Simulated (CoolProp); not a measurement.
Vapour-liquid equilibrium of R125 (1) + R227EA (2) at 308.7 K; x and y are mole fractions of (1).

Values from CoolProp's multi-fluid Helmholtz-energy mixture model, Lemmon 2005 and Lemmon 2016; pair parameters Bell 2016.

Task: Give the bubble pressure and the first vapour's composition at x = 0.2, 0.5, 0.95. Is there an azeotrope?

Result: x = 0.2: 827.4 kPa, y = 0.360; x = 0.5: 1163 kPa, y = 0.683; x = 0.95: 1732 kPa, y = 0.974. No azeotrope shows between x = 0.05 and 0.95.

Pair parameters are fitted to limited data, so mixtures are less certain than the pure fluids.
